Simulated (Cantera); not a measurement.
Feed: 1 mol CHF3, equilibrated at 12000 Pa.

These are equilibrium values from Cantera (NASA tables, ideal gas, pure condensed phases), not measurements of a reactor. Candidate condensed phases: C, C6H6, C7H8, C8H18; 95 gas species. The tables' values for C2F4 are old estimates; treat these amounts as uncertain. Gases not in the tables: C2F6 and larger saturated fluorocarbons. Kinetics and transport are ignored.

At 2400 K, list the 7 most abundant gas species with their mole fractions, and the condensed phases.

HF 0.557, CF2 0.195, CF4 0.152, F 0.0830, CF3 0.0113, CF 0.00197, H 2.25e-5. Condensed: C(graphite).
